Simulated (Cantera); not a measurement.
Charge: 1 mol SiHCl3, 9.1 mol NH3, equilibrated at 2.90 mbar.

Cantera equilibrium calculation (NASA polynomials, part measured and part estimated; ideal gas, pure solids and liquids). Candidate condensed phases: NH4Cl, Si, Si3N4; 28 gas species. The tables' values for SiCl3 are old estimates; treat these amounts as uncertain. Rates play no part. All values below are at 1025 °C.

Base state: H2 0.648, N2 0.199, HCl 0.151, SiCl2 0.000821, SiCl3 9.37e-5, SiCl4 6.40e-5, H 1.60e-5, SiHCl3 1.24e-5 (mole fractions); condensed: Si3N4(s).

What changes in the equilibrium state with this change: pressure from 2.90 mbar to 1.33 mbar?


```csv
species,before,after
H2,0.648,0.649
N2,0.199,0.200
HCl,0.151,0.150
SiCl2,0.000821,0.00136
H,1.60e-5,2.36e-5
SiCl4,6.40e-5,4.79e-5
SiHCl3,1.24e-5,9.34e-6
SiCl3,9.37e-5,0.000104
"Si3N4(s), mol",0.327,0.323
```
